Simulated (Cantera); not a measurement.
Standard-state values (1 bar) from the NASA 1993 polynomials, evaluated with Cantera. Values are per mole of reaction as written; species without (g) are pure solids or liquids, kept so even where they would boil at 1 bar.

Q: Between 2273 and 2523 K, where is each reaction favourable under standard conditions?
- P₄O₁₀(g) + 4 NH₃(g) + 6 N(g) = 4 PH₃(g) + 10 NO(g)

A: 
- P₄O₁₀(g) + 4 NH₃(g) + 6 N(g) = 4 PH₃(g) + 10 NO(g): ΔG° is -619 kJ at 2273 K and -804 kJ at 2523 K; it stays negative (K > 1). ΔH° is 1053 kJ and ΔS° 736 J/K at 2523 K.
